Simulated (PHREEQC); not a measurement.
Consider water at 80 °C and 10 atm with 0.0005 mol CaSO4 and 0.0066 mol Na2HPO4 per kg of water. Closed to the air; pH follows from the charge balance.

Model: ion-association model, phreeqc.dat, run in PHREEQC.

This is a speciation only: nothing precipitates in the calculation.

Q: What pH, specific conductance does the model give?

A: pH 8.23; specific conductance 2930 µS/cm.

Q: In which forms is S present?

A: SO4-2 95 %, NaSO4- 4.6 %, CaSO4 0.6 % of the S.

Examples of supersaturated solids here: Hydroxyapatite. Others may be too. Away from 25 °C the constants follow the database's enthalpies or fits; those with neither stay at their 25 °C values.
